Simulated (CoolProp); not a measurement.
Vapour-liquid equilibrium of R13 (1) + n-butane (2) at 0.0112 MPa; x and y are mole fractions of (1).

The numbers come from the multi-fluid Helmholtz-energy mixture model, Platzer 1990 and Bücker 2006; pair parameters Bell 2016 in CoolProp. This equation is an older, rougher fit; its heat capacities, sound speeds and derivatives of the liquid may be far off and weren't checked against measurements.

```csv
x,"bubble temperature, mixture model (K)","bubble temperature, Raoult's law (K)","y, mixture model","y, Raoult's law"
0.05,186.0,203.0,0.949,0.794
0.2,168.0,180.9,0.993,0.974
0.35,164.1,172.5,0.996,0.991
0.5,162.6,167.5,0.997,0.996
0.65,161.6,164.0,0.998,0.998
0.8,160.6,161.3,0.998,0.999
0.95,159.2,159.2,0.999,1.000
```

The largest gap from Raoult's law is -17.0 K in bubble temperature, at x = 0.05. No azeotrope shows between x = 0.05 and 0.95.

Pair parameters are fitted to limited data, so mixtures are less certain than the pure fluids. With so large a gap from Raoult's law the liquid may split in two, which this calculation doesn't test in full.
